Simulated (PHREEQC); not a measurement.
Spent oxide etchant: speciation

Make-up at 25 °C: 0.071 mol HF, 0.037 mol H2SiF6, 0.13 mol H3BO3 and 3.3e-05 mol HNO3 per kg of water. Closed to the air; pH follows from the charge balance.

Equilibrium calculation in PHREEQC: ion-association model, wateq4f.dat.

This is a speciation only: nothing precipitates in the calculation.

### Question
Estimate the pH, ionic strength.

### Answer
pH 1.16; ionic strength 0.103 mol/kgw.

### Question
In which forms is B present?

### Answer
H3BO3 67 %, BF4- 31 %, BF3OH- 2.3 %, BF2(OH)2- 0.6 % of the B.

Examples of supersaturated solids here: SiO2(a), Quartz (slow to form). Others may be too. Complexes and solids missing from the database can't appear. SiF6-2 is the database's only silicon fluoride. Real BF4- forms and hydrolyses slowly; the run takes it at equilibrium.
